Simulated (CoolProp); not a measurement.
Vapour-liquid equilibrium of R125 (1) + R236FA (2) at 225.5 K; x and y are mole fractions of (1).

Computed with CoolProp (multi-fluid Helmholtz-energy mixture model, Lemmon 2005 and Pan 2012; pair parameters Bell 2016).

```csv
x,bubble pressure (kPa),y at the bubble point,dew pressure at overall composition x (kPa),liquid density (mol/L)
0.05,13.89,0.380,9.467,10.51
0.15,23.48,0.669,10.48,10.70
0.25,32.93,0.789,11.73,10.91
0.35,42.29,0.856,13.33,11.12
0.45,51.60,0.899,15.43,11.33
0.55,60.90,0.929,18.30,11.55
0.65,70.22,0.951,22.49,11.78
0.75,79.59,0.969,29.12,12.01
0.85,89.06,0.983,41.22,12.24
0.95,98.66,0.995,69.58,12.48
```

No azeotrope shows between x = 0.05 and 0.95.

The pair parameters rest on a limited set of measurements; away from them the model extrapolates.
